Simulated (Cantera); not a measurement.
A closed system holds: 1 mol B2O3, 4.9 mol NH3, 38 mol H2, at 1250 K and 43.0 Pa.

Cantera equilibrium calculation (NASA polynomials, part measured and part estimated; ideal gas, pure solids and liquids). Candidate condensed phases: B, BN, B2O3, B3O3H3, H2O; 39 gas species. Mutual solubility and eutectic melting of coexisting phases are not modelled. Rates play no part.

Base state: H2 0.947, N2 0.0510, HBO2 0.00121, HBO 0.000417, H2O 0.000231, B2O3 0.000103, H 2.27e-5 (mole fractions); condensed: BN(s) + B2O3(l).

Question: What changes in the equilibrium state with this change: NH3 from 4.9 to 15 mol?

Answer: 
| species | before | after |
|---|---|---|
| H2 | 0.947 | 0.888 |
| N2 | 0.0510 | 0.110 |
| HBO2 | 0.00121 | 0.00133 |
| H2O | 0.000231 | 0.000280 |
| HBO | 0.000417 | 0.000356 |
| H | 2.27e-5 | 2.20e-5 |
| B2O3 | 0.000103 | 0.000103 |
| BN(s), mol | 0.0198 | 0.0346 |
| B2O3(l), mol | 0.946 | 0.918 |
